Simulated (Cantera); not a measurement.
An isothermal, constant-pressure homogeneous reactor starts with N₂O : N₂ = 1 : 0.52 (molar parts), at 1250 K and 130000 Pa. Integrator tolerance rtol = 1e-08.

Cantera simulation using GRI-Mech 3.0 (53 species, 325 reactions); the numbers are that mechanism's predictions, not measurements. GRI-Mech 3.0 was tuned for natural gas; its chemistry of N2O as a main component is partial and can be far from experiment. The mechanism lacks the step 2 NO + O2 → 2 NO2, which can matter for NO2 below about 1400 K. The temperature is held fixed by assumption; the heat of reaction is taken as removed at once.

What does this change do: N2 0.52 to 0.14 parts?


| quantity | before | after |
|---|---|---|
| x(N₂O) at 1.00 s | 0.119 (gas-phase equilibrium 2.28e-8) | 0.149 (gas-phase equilibrium 2.34e-8) |
| x(O) at 1.00 s | 1.25e-6 (gas-phase equilibrium 3.04e-8) | 1.25e-6 (gas-phase equilibrium 3.37e-8) |
| x(O₂) at 1.00 s | 0.182 (gas-phase equilibrium 0.247) | 0.227 (gas-phase equilibrium 0.305) |
| x(NO₂) at 1.00 s | 0.000543 (gas-phase equilibrium 4.98e-6) | 0.000682 (gas-phase equilibrium 5.89e-6) |
| x(NO) at 1.00 s | 0.0410 (gas-phase equilibrium 0.000301) | 0.0512 (gas-phase equilibrium 0.000321) |

What does this change do: temperature 1250 to 1498 K?


```tsv
quantity	before	after
x(N₂O) at 1.00 s	0.119 (gas-phase equilibrium 2.28e-8)	3.10e-6 (gas-phase equilibrium 8.81e-8)
x(O) at 1.00 s	1.25e-6 (gas-phase equilibrium 3.04e-8)	1.56e-6 (gas-phase equilibrium 1.73e-6)
x(O₂) at 1.00 s	0.182 (gas-phase equilibrium 0.247)	0.200 (gas-phase equilibrium 0.247)
x(NO₂) at 1.00 s	0.000543 (gas-phase equilibrium 4.98e-6)	0.000567 (gas-phase equilibrium 8.56e-6)
x(NO) at 1.00 s	0.0410 (gas-phase equilibrium 0.000301)	0.0950 (gas-phase equilibrium 0.00129)
```
